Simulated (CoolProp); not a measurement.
The numbers come from the reference Helmholtz-energy equation of state, Thol 2021 in CoolProp.

Question: Give the vapour pressure (kPa), liquid density (kg/m³), vapour density (kg/m³), enthalpy of vaporisation (kJ/kg) of saturated chlorine at 341.9, 347.3 K.

Answer: 
```csv
T (K),p (kPa),liquid density (kg/m³),vapour density (kg/m³),enthalpy of vaporisation (kJ/kg)
341.9,2170,1240,68.7,207
347.3,2410,1220,76.9,201
```
